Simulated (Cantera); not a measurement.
Standard-state values (1 bar) from the NASA 1993 polynomials, evaluated with Cantera. Values are per mole of reaction as written; species without (g) are pure solids or liquids, kept so even where they would boil at 1 bar.

### Question
Between 850 and 1150 K, where is each reaction favourable under standard conditions?
- CuF₂ + CH₃F(g) → 3 HF(g) + Cu + C

### Answer
- CuF₂ + CH₃F(g) → 3 HF(g) + Cu + C: ΔG° is -263 kJ at 850 K and -338 kJ at 1150 K; it stays negative (K > 1). ΔH° is -107 kJ and ΔS° 200 J/K at 1150 K.
